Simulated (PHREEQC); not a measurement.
Solution (10 °C): 0.0015 mol HF, 8.8e-05 mol NH4HF2 and 5.9e-05 mol H4SiO4 per kg of water. Closed to the air; pH follows from the charge balance.

Model: ion-association model, phreeqc.dat, run in PHREEQC.

Precipitation was switched off in this run.

**Question.** What pH does the model give?

**Answer.** pH 3.12.

**Question.** In which forms is F present?

**Answer.** F- 49 %, HF 42 %, SiF6-2 8.4 % of the F.

Complexes and solids missing from the database can't appear. Constants without temperature data keep their 25 °C values here. SiF6-2 is the database's only silicon fluoride.
